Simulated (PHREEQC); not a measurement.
Solution (35 °C): 0.0049 mol/kgw Na2CO3 and 0.00014 mol/kgw CuCl2. Closed to the air; pH follows from the charge balance.

The numbers come from PHREEQC with the ion-association model, wateq4f.dat.

Each row changes one thing in this solution. This is a speciation only: nothing precipitates in the calculation.

| case | pH | ionic strength (mol/kgw) | Na+ (mol/kgw) | CO3-2 (mol/kgw) | HCO3- (mol/kgw) | NaCO3- (mol/kgw) | SI of Nahcolite (NaHCO3) | SI of Natron (Na2CO3:10H2O) |
|---|---|---|---|---|---|---|---|---|
| as made | 10.56 | 0.0124 | 0.00922 | 0.00320 | 0.00112 | 0.000573 | -4.62 | -5.92 |
| 0.0047 mol/kgw LiOH added | 11.30 | 0.0178 | 0.00914 | 0.00400 | 0.000245 | 0.000659 | -5.30 | -5.88 |
| diluted 5-fold with water | 10.25 | … | 0.00194 | 0.000515 | 0.000441 | 2.43e-5 | -5.66 | -7.92 |
| CuCl2 replaced by CsCl at the same molality | 10.63 | 0.0127 | 0.00921 | 0.00332 | 0.000988 | 0.000590 | -4.68 | -5.91 |
| Na2CO3 from 0.0049 to 0.049 mol/kgw | 10.93 | … | 0.0763 | 0.0248 | 0.00252 | 0.0216 | -3.47 | -3.55 |
| CuCl2 left out | 10.63 | 0.0125 | 0.00920 | 0.00332 | 0.000988 | 0.000591 | -4.68 | -5.91 |
| temperature from 35 to 20 °C | 10.87 | 0.0132 | … | 0.00372 | 0.000848 | 0.000325 | -4.60 | -5.26 |

**Question.** Fill in the missing entries.

**Answer.** 
- diluted 5-fold with water, ionic strength (mol/kgw): 0.00245
- Na2CO3 from 0.0049 to 0.049 mol/kgw, ionic strength (mol/kgw): 0.101
- temperature from 35 to 20 °C, Na+ (mol/kgw): 0.00947

Species that the database lacks are ignored. Some of these states are supersaturated (in Cu(OH)2, Malachite, Tenorite (slow to form), for instance). The database's constant for dissolved Cu(OH)2 is higher than later reviews accept.
